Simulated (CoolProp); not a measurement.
Vapour pressure (bar) of normal hydrogen: the reference equation beside estimates from Tc = -240.0 °C, pc = 12.96 bar, ω = -0.219. Clausius-Clapeyron is anchored at -249.55 °C with a constant enthalpy of vaporisation of 0.8577 kJ/mol.

The numbers come from the reference Helmholtz-energy equation of state, Leachman 2009 in CoolProp.

| T (°C) | reference | Lee-Kesler | Clausius-Clapeyron | van der Waals | Peng-Robinson |
|---|---|---|---|---|---|
| -253.95 | 0.7050 | 0.7055 | 0.8650 | 0.9166 | 0.7035 |
| -252.85 | 0.9928 | 0.9938 | 1.157 | 1.267 | 1.005 |
| -251.75 | 1.357 | 1.358 | 1.503 | 1.698 | 1.387 |
| -250.65 | 1.808 | 1.809 | 1.902 | 2.218 | 1.859 |
| -249.55 | 2.355 | 2.357 | 2.355 | 2.833 | 2.433 |
| -248.45 | 3.011 | 3.012 | 2.861 | 3.550 | 3.116 |
| -247.25 | 3.862 | 3.861 | 3.472 | 4.454 | 3.997 |
| -246.15 | 4.779 | 4.776 | 4.084 | 5.401 | 4.939 |
| -245.05 | 5.838 | 5.834 | 4.743 | 6.465 | 6.018 |
| -243.95 | 7.054 | 7.048 | 5.446 | 7.652 | 7.243 |
| -242.85 | 8.439 | 8.436 | 6.192 | 8.964 | 8.623 |
| -241.75 | 10.01 | 10.01 | 6.976 | 10.41 | 10.16 |
| -240.55 | 11.97 | 11.98 | 7.872 | 12.13 | 12.04 |

Absolute difference from the reference over all 13 rows, mean and median: Lee-Kesler 0.1 and 0.1 %, Clausius-Clapeyron 16.7 and 16.5 %, van der Waals 15.6 and 15.3 %, Peng-Robinson 2.3 and 2.7 %.
